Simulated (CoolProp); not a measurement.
Vapour-liquid equilibrium of carbon monoxide (1) + methane (2) at 119.9 K; x and y are mole fractions of (1).

Computed with CoolProp (multi-fluid Helmholtz-energy mixture model, Lemmon 2006 and Setzmann 1991; pair parameters Kunz 2012).

Give the bubble pressure and the first vapour's composition at x = 0.125, 0.2, 0.5. Is there an azeotrope?

x = 0.125: 416.8 kPa, y = 0.572; x = 0.2: 557.1 kPa, y = 0.694; x = 0.5: 1074 kPa, y = 0.875. No azeotrope shows between x = 0.05 and 0.95.

Pair parameters are fitted to limited data, so mixtures are less certain than the pure fluids. The gap from Raoult's law changes sign with composition, which may be real or a fault of the pair parameters; it wasn't checked against measurements.
